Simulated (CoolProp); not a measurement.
The numbers come from the reference Helmholtz-energy equation of state, Akasaka 2022 in CoolProp.

Question: Give the vapour pressure (bar), enthalpy of vaporisation (kJ/kg), vapour Z of saturated R1233zd(E) at 359.3, 363.7 K.

Answer: 
```json
[
 {"T (K)": "359.3", "p (bar)": "7.63", "enthalpy of vaporisation (kJ/kg)": "154", "vapour Z": "0.825"},
 {"T (K)": "363.7", "p (bar)": "8.45", "enthalpy of vaporisation (kJ/kg)": "151", "vapour Z": "0.812"}
]
```
